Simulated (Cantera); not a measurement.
**Ignition delay**

Mixture: CO : H2 : CH4 : O2 : N2 = 1 : 0.23 : 1.1 : 1.76 : 8.97 (molar parts), at 100000 Pa, adiabatic and at constant pressure. Ignition delay is the time to a rise of 400 K.

Computed with Cantera and GRI-Mech 3.0 (53 species, 325 reactions).

```tsv
T0 (K)	delay (ms)
1175	19.7
1225	11.5
1275	6.74
1325	4.00
1375	2.42
1425	1.50
1475	0.959
1525	0.632
```

```json
{
 "apparent activation energy between 1425 and 1525 K": "160 kJ/mol"
}
```
